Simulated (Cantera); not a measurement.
## C2F6 + HCl + H2 (fluorocarbon and chlorocarbon gases)

A closed system holds: 1 mol C2F6, 0.017 mol HCl, 2.1 mol H2, held at 2.70e-5 bar.

Cantera equilibrium calculation (NASA polynomials, part measured and part estimated; ideal gas, pure solids and liquids). Candidate condensed phases: C, C6H6, C7H8, C8H18; 118 gas species. The feed counts by its element totals alone. Gases not in the tables: C2F6 and larger saturated fluorocarbons. Equilibrium is a limit: real reactors are often held back by kinetics, nucleation or transport.

```csv
T (K),x HF,x F,x H,x CF4,x C3,x CF2,x C,x CF,n C(graphite)
1448,0.900,0.00117,4.50e-8,0.0942,<1e-12,0.00113,<1e-12,1.19e-7,1.55
1648,0.875,0.0271,6.88e-7,0.0770,2.63e-11,0.0170,1.12e-10,1.50e-5,1.55
1848,0.752,0.188,8.80e-6,0.00791,1.77e-8,0.0487,3.25e-8,0.000385,1.68
2048,0.708,0.276,0.000237,1.18e-5,3.25e-6,0.0109,3.10e-6,0.00162,1.93
2248,0.694,0.292,0.00478,1.96e-8,0.000232,0.00185,0.000130,0.00401,1.96
2448,0.606,0.319,0.0507,1.08e-10,0.00805,0.000454,0.00297,0.00885,1.76
2648,0.308,0.389,0.191,1.53e-12,0.0586,0.000124,0.0300,0.0139,0
```
x: gas mole fraction; n: condensed amount in mol.

From 1448 K to 2448 K the condensed part is C(graphite). At 2648 K nothing is condensed. The main C-bearing gas is CF4 at 1448 K and C3 at 2648 K. The share of C in condensed phases is highest at 2248 K (98.0 %) and lowest at 2648 K (0.0 %).
